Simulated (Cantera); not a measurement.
A perfectly stirred reactor is fed with H2 : O2 = 0.045 : 1 (molar parts), equivalence ratio 0.022, at 20.0 Torr; it is held at 950 K, and followed from long to short residence time.

Computed with Cantera and the H2/O2 subset of GRI-Mech 3.0, which has no nitrogen chemistry. Radical loss at walls, strong at low pressure, is not modelled. The temperature is held fixed by assumption; the heat of reaction is taken as removed at once.

Problem. Predict: x(H2) at τ = 6.50 s; x(O2) at τ = 6.50 s; x(H2O2) at τ = 6.50 s; x(OH) at τ = 6.50 s; x(HO2) at τ = 6.50 s; x(H2) at τ = 84.0 ms; x(O2) at τ = 84.0 ms; x(H2O2) at τ = 84.0 ms; x(OH) at τ = 84.0 ms; x(HO2) at τ = 84.0 ms.

Solution. 
| Quantity | Result |
|---|---|
| x(H2) at τ = 6.50 s | 0.000189 |
| x(O2) at τ = 6.50 s | 0.956 |
| x(H2O2) at τ = 6.50 s | 1.05e-7 |
| x(OH) at τ = 6.50 s | 8.09e-5 |
| x(HO2) at τ = 6.50 s | 2.18e-6 |
| x(H2) at τ = 84.0 ms | 0.00207 |
| x(O2) at τ = 84.0 ms | 0.954 |
| x(H2O2) at τ = 84.0 ms | 3.29e-7 |
| x(OH) at τ = 84.0 ms | 0.000491 |
| x(HO2) at τ = 84.0 ms | 1.01e-5 |
